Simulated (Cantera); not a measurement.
## Premixed flame

A freely propagating, adiabatic, planar premixed flame of 10.9 % CH₄, 22.3 % O₂, 66.7 % N₂, unburnt at 600 K and 100.0 Torr; mixture-averaged transport, grid criteria slope 0.08 and curve 0.16, no radiation.

Cantera simulation using GRI-Mech 3.0 (53 species, 325 reactions); the numbers are that mechanism's predictions, not measurements. Burning velocities carry a grid error of a few per cent, more on coarse grids.

| z (mm) | T (K) | u (m/s) | x CH₄ | x O₂ | x N₂O | x H₂O | x CH₂CO | x C₂H₄ |
|---|---|---|---|---|---|---|---|---|
| -4.87 | 600 | 2.33 | 0.109 | 0.223 | <1e-8 | 5.97e-6 | <1e-8 | <1e-8 |
| -3.24 | 601 | 2.34 | 0.109 | 0.223 | <1e-8 | 0.000128 | <1e-8 | 4.76e-8 |
| -2.43 | 605 | 2.37 | 0.108 | 0.222 | <1e-8 | 0.000689 | <1e-8 | 4.30e-7 |
| -1.62 | 649 | 2.56 | 0.105 | 0.218 | <1e-8 | 0.00585 | 2.84e-7 | 9.44e-6 |
| -0.811 | 993 | 3.99 | 0.0787 | 0.189 | <1e-8 | 0.0437 | 1.80e-5 | 0.000200 |
| -0.406 | 1407 | 5.75 | 0.0441 | 0.145 | <1e-8 | 0.0898 | 8.76e-5 | 0.000537 |
| 0 | 1801 | 7.45 | 0.0127 | 0.0928 | <1e-8 | 0.136 | 0.000123 | 0.000380 |
| 0.406 | 1980 | 8.24 | 0.00162 | 0.0585 | 1.22e-8 | 0.162 | 3.94e-5 | 4.39e-5 |
| 0.811 | 2020 | 8.40 | 0.000118 | 0.0436 | 1.53e-8 | 0.169 | 4.35e-6 | 1.52e-6 |
| 1.62 | 2040 | 8.45 | 5.69e-7 | 0.0354 | 1.70e-8 | 0.170 | 2.73e-8 | <1e-8 |
| 3.24 | 2060 | 8.50 | <1e-8 | 0.0325 | 1.70e-8 | 0.167 | <1e-8 | <1e-8 |
| 6.49 | 2085 | 8.58 | <1e-8 | 0.0314 | 1.76e-8 | 0.168 | <1e-8 | <1e-8 |
| 13.0 | 2125 | 8.72 | <1e-8 | 0.0303 | 1.96e-8 | 0.171 | <1e-8 | <1e-8 |
x: mole fraction of selected species; z is measured from the peak of heat release.

```
Quantity                     Value
------------------------  --------
laminar burning velocity  233 cm/s
thermal thickness          1.62 mm
peak x(CH₂CO)             0.000130
peak x(C₂H₄)              0.000582
grid points                    159
```
